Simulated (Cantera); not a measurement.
A closed system holds: 1 mol Si(CH₃)₄, 1900 mol H₂, equilibrated at 0.00230 bar.

Cantera equilibrium calculation (NASA polynomials, part measured and part estimated; ideal gas, pure solids and liquids). Candidate condensed phases: C, C₆H₆, C₇H₈, C₈H₁₈, Si, SiC; 87 gas species. Equilibrium is a limit: real reactors are often held back by kinetics, nucleation or transport.

Question: What share of the Si ends up in condensed phases as a function of T (°C), at 1275, 1350, 1425, 1500, 1575, 1650, 1725, 1800?

Answer: 
| T (°C) | Si condensed (%) | as |
|---|---|---|
| 1275 | 100.0 | SiC(s) |
| 1350 | 99.8 | SiC(s) |
| 1425 | 99.1 | SiC(s) |
| 1500 | 95.8 | SiC(s) |
| 1575 | 82.7 | SiC(s) |
| 1650 | 35.4 | SiC(s) |
| 1725 | 0.0 | - |
| 1800 | 0.0 | - |
